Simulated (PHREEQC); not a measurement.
Metal-bearing waste water: speciation

Solution (49 °C): 0.0027 mol/kgw NiSO4, 0.00019 mol/kgw Cu(BF4)2 and 0.00015 mol/kgw Na2SO4. Closed to the air; pH follows from the charge balance.

Model: ion-association model, wateq4f.dat, run in PHREEQC.

- pH: 3.45
- ionic strength: 0.00996 mol/kgw
- total alkalinity: -1.14 meq/kg

```tsv
species	molality	activity	log γ
SO4-2	0.00222	0.00146	-0.183
Ni+2	0.00219	0.00142	-0.187
F-	0.000839	0.000752	-0.048
HF	0.000634	0.000635	0.001
NiSO4	0.000488	0.000490	0.001
H+	0.000394	0.000358	-0.041
```

This is a speciation only: nothing precipitates in the calculation. Away from 25 °C the constants follow the database's enthalpies or fits; those with neither stay at their 25 °C values. Real BF4- forms and hydrolyses slowly; the run takes it at equilibrium.
